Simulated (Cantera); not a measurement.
## Silicon nitride deposition: trisilylamine + N₂

Feed: 1 mol trisilylamine, a varied amount of N₂, at 1350 K and 13.0 Pa.

These are equilibrium values from Cantera (NASA tables, ideal gas, pure condensed phases), not measurements of a reactor. Candidate condensed phases: Si, Si₃N₄; 18 gas species. The feed counts by its element totals alone. Mutual solubility and eutectic melting of coexisting phases are not modelled. The numbers say what is thermodynamically allowed, not how fast it happens.

```json
[
 {"n(N₂) (mol)": "0.31", "x H₂": "0.986", "x N₂": "0.0136", "x H": "0.000208", "x Si": "1.53e-6", "x SiH₂": "1.72e-7", "n Si(s)": "1.88", "n Si₃N₄(s)": "0.374"},
 {"n(N₂) (mol)": "0.62", "x H₂": "0.986", "x N₂": "0.0136", "x H": "0.000208", "x Si": "1.53e-6", "x SiH₂": "1.72e-7", "n Si(s)": "1.41", "n Si₃N₄(s)": "0.529"},
 {"n(N₂) (mol)": "1.2", "x H₂": "0.986", "x N₂": "0.0136", "x H": "0.000208", "x Si": "1.53e-6", "x SiH₂": "1.72e-7", "n Si(s)": "0.543", "n Si₃N₄(s)": "0.819"},
 {"n(N₂) (mol)": "2.5", "x H₂": "0.818", "x N₂": "0.182", "x H": "0.000189", "x Si": "2.73e-7", "x SiH₂": "2.54e-8", "n Si(s)": "0", "n Si₃N₄(s)": "1.000"},
 {"n(N₂) (mol)": "5", "x H₂": "0.562", "x N₂": "0.437", "x H": "0.000157", "x Si": "1.52e-7", "x SiH₂": "9.73e-9", "n Si(s)": "0", "n Si₃N₄(s)": "1.00"},
 {"n(N₂) (mol)": "9.9", "x H₂": "0.349", "x N₂": "0.651", "x H": "0.000123", "x Si": "1.16e-7", "x SiH₂": "4.63e-9", "n Si(s)": "0", "n Si₃N₄(s)": "1.000"},
 {"n(N₂) (mol)": "20", "x H₂": "0.196", "x N₂": "0.804", "x H": "9.24e-5", "x Si": "1.01e-7", "x SiH₂": "2.25e-9", "n Si(s)": "0", "n Si₃N₄(s)": "1.000"},
 {"n(N₂) (mol)": "40", "x H₂": "0.105", "x N₂": "0.895", "x H": "6.76e-5", "x Si": "9.42e-8", "x SiH₂": "1.12e-9", "n Si(s)": "0", "n Si₃N₄(s)": "1.000"}
]
```
x: gas mole fraction; n: condensed amount in mol.

From 0.31 mol N₂ to 1.2 mol N₂ the condensed part is Si(s) + Si₃N₄(s). From 2.5 mol N₂ to 40 mol N₂ the condensed part is Si₃N₄(s). The main Si-bearing gas is Si throughout.
